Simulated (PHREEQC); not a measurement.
Solution (90 °C): 0.067 mol CuSO4 and 0.00039 mol H2SO4 per kg of water. Closed to the air; pH follows from the charge balance.

Equilibrium calculation in PHREEQC: ion-association model, phreeqc.dat.

```
quantity                    before     after
------------------------  --------  --------
pH                            3.86      4.02
ionic strength (mol/kgw)     0.140     0.140
SO4-2 (mol/kgw)             0.0347    0.0348
HSO4- (mol/kgw)           0.000999  0.000692
```

**Question.** Which change was made?
(A) H2SO4 left out
(B) diluted 2-fold with water
(C) CuSO4 from 0.067 to 0.0737 mol/kgw
(D) temperature from 90 to 65 °C
(E) H2SO4 from 0.00039 to 0.0039 mol/kgw

**Answer.** A, H2SO4 left out

Precipitation was switched off in this run. Constants without temperature data keep their 25 °C values here.
